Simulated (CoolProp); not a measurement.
Vapour-liquid equilibrium of R1234yf (1) + isobutane (2) at 242.9 K; x and y are mole fractions of (1).

Values from CoolProp's multi-fluid Helmholtz-energy mixture model, Lemmon 2022 and Bücker 2006; pair parameters Bell 2016.

Question: Give the bubble pressure and the first vapour's composition at x = 0.05, 0.725, 0.95. Is there an azeotrope?

Answer: x = 0.05: 59.63 kPa, y = 0.258; x = 0.725: 101.2 kPa, y = 0.757; x = 0.95: 99.74 kPa, y = 0.935. y crosses x between x = 0.8 and 0.875: the model has an azeotrope there.

Pair parameters are fitted to limited data, so mixtures are less certain than the pure fluids.
